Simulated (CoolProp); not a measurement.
Vapour pressure (kPa) of vinyl chloride: the reference equation beside estimates from Tc = 425.0 K, pc = 5600 kPa, ω = 0.160. Clausius-Clapeyron is anchored at 247.9 K with a constant enthalpy of vaporisation of 22.78 kJ/mol.

The numbers come from the reference Helmholtz-energy equation of state, Thol 2022 in CoolProp.

| T (K) | reference | Lee-Kesler | Clausius-Clapeyron | van der Waals | Redlich-Kwong | Soave-Redlich-Kwong |
|---|---|---|---|---|---|---|
| 237.6 | 37.83 | 37.10 | 38.39 | 319.5 | 52.42 | 37.41 |
| 240.2 | ? | 42.23 | ? | 341.5 | 59.46 | 42.56 |
| 242.7 | 48.61 | ? | 48.92 | 363.5 | 66.91 | ? |
| 245.3 | 54.98 | 53.97 | 55.14 | 387.5 | ? | 54.32 |
| 247.9 | 61.99 | 60.89 | 61.99 | 412.5 | 84.71 | 61.24 |
| 250.4 | 69.38 | 68.20 | 69.22 | 437.6 | 94.47 | 68.55 |
| 253 | 77.79 | 76.52 | 77.45 | 464.8 | 105.5 | 76.87 |
| 255.6 | 86.98 | 85.64 | 86.47 | 493.1 | 117.5 | 85.98 |
| 258.1 | 96.59 | 95.19 | 95.93 | 521.5 | 130.0 | 95.52 |
| 260.7 | 107.5 | 106.0 | 106.6 | 552.1 | 144.1 | 106.3 |
| 263.2 | 118.8 | 117.3 | 117.8 | 582.6 | 158.7 | 117.6 |
| 265.8 | 131.5 | 130.0 | 130.5 | 615.6 | 175.0 | 130.2 |
| 268.4 | ? | 143.8 | 144.2 | 649.8 | 192.5 | 144.0 |

Question: Fill in the missing entries.

Answer: 
- 240.2, reference: 43.06
- 240.2, Clausius-Clapeyron: 43.50
- 242.7, Lee-Kesler: 47.70
- 242.7, Soave-Redlich-Kwong: 48.03
- 245.3, Redlich-Kwong: 75.40
- 268.4, reference: 145.3

Absolute difference from the reference over all 13 rows, mean and median: Lee-Kesler 1.6 and 1.6 %, Clausius-Clapeyron 0.7 and 0.7 %, van der Waals 516.2 and 497.5 %, Redlich-Kwong 35.6 and 35.6 %, Soave-Redlich-Kwong 1.1 and 1.1 %.
